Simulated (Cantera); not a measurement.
A diamond (100) surface in a fixed gas of H2 with x(CH4) = 0.0041, x(H) = 0.0024, x(CH3) = 2.4e-05, 39.8 Torr; coverages are run to steady state.

Cantera simulation using the Harris–Goodwin 1993 mechanism for the reconstructed diamond (100) surface; the numbers are that mechanism's predictions, not measurements.

θ: site fractions in the mechanism's names (c6HH fully hydrogenated, c6H* and c6*H radical sites, c6** diradical, c6HM methylated).

| T (K) | growth (µm/h) | θ c6HH | θ c6H* | θ c6*H | θ c6** | θ c6HM |
|---|---|---|---|---|---|---|
| 900 | 0.392 | 0.685 | 0.0104 | 0.290 | 0.00430 | 0.00830 |
| 975 | 0.568 | 0.616 | 0.0160 | 0.352 | 0.00789 | 0.00574 |
| 1050 | 0.661 | 0.552 | 0.0227 | 0.407 | 0.0130 | 0.00351 |
| 1125 | … | … | … | 0.452 | … | … |
| 1200 | 0.283 | 0.448 | 0.0380 | 0.486 | 0.0271 | 0.000396 |
| 1275 | 0.200 | … | … | 0.510 | … | … |
| 1350 | 0.186 | 0.378 | 0.0533 | 0.526 | 0.0430 | 2.12e-5 |

**Question.** What belongs in the gaps?

**Answer.** 
- 1125, growth (µm/h): 0.504
- 1125, θ c6HH: 0.496
- 1125, θ c6H*: 0.0302
- 1125, θ c6**: 0.0195
- 1125, θ c6HM: 0.00146
- 1275, θ c6HH: 0.409
- 1275, θ c6H*: 0.0458
- 1275, θ c6**: 0.0352
- 1275, θ c6HM: 9.19e-5
